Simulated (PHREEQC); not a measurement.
Make-up at 20 °C: 7.7 mmol/kgw HBF4. Closed to the air; pH follows from the charge balance.

Model: ion-association model, phreeqc.dat, run in PHREEQC.

This is a speciation only: nothing precipitates in the calculation.

Task: Order these F species by the share of F that they hold, largest first: F-, BF3OH-, HF, BF4-, BF2(OH)2-.

Result: BF4- (78 %), HF (16 %), BF3OH- (4.1 %), F- (1.9 %), BF2(OH)2- (0.64 %)

Task: Order these B species by the share of B that they hold, largest first: BF4-, BF2(OH)2-, BF3OH-, H3BO3.

Result: BF4- (78 %), H3BO3 (16 %), BF3OH- (5.4 %), BF2(OH)2- (1.3 %)

The pH is 2.18 and the ionic strength 0.00710 mol/kgw. Species that the database lacks are ignored. Real BF4- forms and hydrolyses slowly; the run takes it at equilibrium.
